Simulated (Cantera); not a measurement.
Feed: 1 mol CuO, 4.6 mol H2, 1.6 mol H2O, held at 0.460 bar.

These are equilibrium values from Cantera (NASA tables, ideal gas, pure condensed phases), not measurements of a reactor. Candidate condensed phases: Cu, CuO, Cu(OH)2, Cu2O, H2O; 12 gas species. Equilibrium is a limit: real reactors are often held back by kinetics, nucleation or transport.

Problem. Which condensed phases are stable at each of these points (T (K)): 923, 1023, 1123, 1223, 1323, 1423, 1523, 1623, 1723, 1823, 1923, 2023, 2123, 2223?

Solution. 
```tsv
T (K)	condensed phases	Cu condensed (%)
923	Cu(s)	100.0
1023	Cu(s)	100.0
1123	Cu(s)	100.0
1223	Cu(s)	100.0
1323	Cu(s)	100.0
1423	Cu(l)	100.0
1523	Cu(l)	100.0
1623	Cu(l)	99.9
1723	Cu(l)	99.7
1823	Cu(l)	99.0
1923	Cu(l)	97.2
2023	Cu(l)	92.7
2123	Cu(l)	82.3
2223	Cu(l)	59.6
```

From 923 K to 1323 K the condensed part is Cu(s). From 1423 K to 2223 K the condensed part is Cu(l).
